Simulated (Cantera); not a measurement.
**SiO2 + Al2O3 + H2O (silicates and aluminates)**

Charge: 1 mol SiO2, 0.54 mol Al2O3, 0.51 mol H2O, equilibrated at 1.10 bar.

These are equilibrium values from Cantera (NASA tables, ideal gas, pure condensed phases), not measurements of a reactor. Candidate condensed phases: Al, Al2O3, Al2SiO5, Al6Si2O13, H2O, Si, SiO2; 28 gas species. Mutual solubility and eutectic melting of coexisting phases are not modelled. The tables hold silica as quartz up to 1696 K and as liquid above; real silica turns to tridymite and cristobalite and melts near 1996 K. Condensed phases not in the tables: alloys, solid solutions and most ternary compounds. Gases not in the tables: Si(OH)4. Rates play no part.

```
T (K)  x H2O      x H2      x O2      x OH       x H  n Al6Si2O13(mullite)  n SiO2(β-quartz)  n SiO2(condensed)  n SiO2(l)
-----  -----  --------  --------  --------  --------  --------------------  ----------------  -----------------  ---------
1648   0.999  0.000646  0.000286  0.000150   2.16e-6                 0.180             0.640                  0          0
1723   0.998   0.00110  0.000481  0.000286   5.78e-6                 0.180                 0              0.640          0
1798   0.997   0.00181  0.000775  0.000518   1.43e-5                 0.180                 0              0.640          0
1873   0.995   0.00284   0.00120  0.000892   3.28e-5                 0.180                 0              0.640          0
1948   0.992   0.00431   0.00179   0.00147   7.07e-5                 0.180                 0              0.640          0
2023   0.989   0.00633   0.00260   0.00234  0.000144                 0.180                 0                  0      0.640
2098   0.983   0.00906   0.00366   0.00360  0.000279                 0.180                 0                  0      0.640
```
x: gas mole fraction; n: condensed amount in mol.

At 1648 K the condensed part is Al6Si2O13(mullite) + SiO2(β-quartz). From 1723 K to 1948 K the condensed part is Al6Si2O13(mullite) + SiO2(condensed). From 2023 K to 2098 K the condensed part is Al6Si2O13(mullite) + SiO2(l).
